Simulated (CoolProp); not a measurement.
Vapour-liquid equilibrium of isobutene (1) + n-butane (2) at 0.945 bar; x and y are mole fractions of (1).

Values from CoolProp's multi-fluid Helmholtz-energy mixture model, Lemmon 2005 and Bücker 2006; pair parameters Bell 2016.

Task: Give the bubble temperature and the first vapour's composition at x = 0.05, 0.2, 0.95. Is there an azeotrope?

Result: x = 0.05: 270.4 K, y = 0.066; x = 0.2: 269.1 K, y = 0.247; x = 0.95: 264.6 K, y = 0.959. No azeotrope shows between x = 0.05 and 0.95.

Pair parameters are fitted to limited data, so mixtures are less certain than the pure fluids.
